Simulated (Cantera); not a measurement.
Feed: 1 mol SiCl4, 0.86 mol Cl2, 48 mol H2, held at 0.00100 bar.

These are equilibrium values from Cantera (NASA tables, ideal gas, pure condensed phases), not measurements of a reactor. Candidate condensed phases: Si; 19 gas species. The tables' values for SiCl3, SiCl are old estimates; treat these amounts as uncertain. Gases not in the tables: Si2H6 and higher silanes. Rates play no part.

x: gas mole fraction; n: condensed amount in mol.

| T (°C) | x H2 | x HCl | x SiCl2 | x SiCl4 | x H | n Si(s) |
|---|---|---|---|---|---|---|
| 577 | 0.945 | 0.0354 | 9.03e-6 | 0.0191 | 6.30e-10 | 0 |
| 652 | 0.943 | 0.0370 | 0.000242 | 0.0178 | 8.00e-9 | 0 |
| 727 | 0.937 | 0.0430 | 0.00258 | 0.0140 | 6.95e-8 | 0 |
| 802 | 0.922 | 0.0606 | 0.00777 | 0.00696 | 4.45e-7 | [?] |
| 877 | 0.910 | 0.0731 | 0.0129 | 0.00196 | 2.25e-6 | [?] |
| 952 | 0.906 | 0.0764 | 0.0157 | 0.000393 | 9.38e-6 | [?] |
| 1027 | 0.906 | 0.0763 | 0.0171 | 8.05e-5 | 3.33e-5 | [?] |
| 1102 | 0.906 | 0.0754 | 0.0181 | 1.88e-5 | 0.000103 | [?] |
| 1177 | 0.906 | 0.0743 | 0.0188 | 5.06e-6 | 0.000285 | [?] |
| 1252 | 0.906 | 0.0733 | 0.0194 | 1.54e-6 | 0.000712 | [?] |
| 1327 | 0.905 | 0.0732 | 0.0194 | 5.26e-7 | 0.00164 | 0 |
| 1402 | 0.903 | 0.0737 | 0.0190 | 1.98e-7 | 0.00349 | 0 |
| 1477 | 0.898 | 0.0754 | 0.0178 | 8.02e-8 | 0.00697 | 0 |

Problem. Fill in the missing entries.

Solution. 
- 802, n Si(s): 0.0965
- 877, n Si(s): 0.143
- 952, n Si(s): 0.128
- 1027, n Si(s): 0.0974
- 1102, n Si(s): 0.0651
- 1177, n Si(s): 0.0346
- 1252, n Si(s): 0.00596
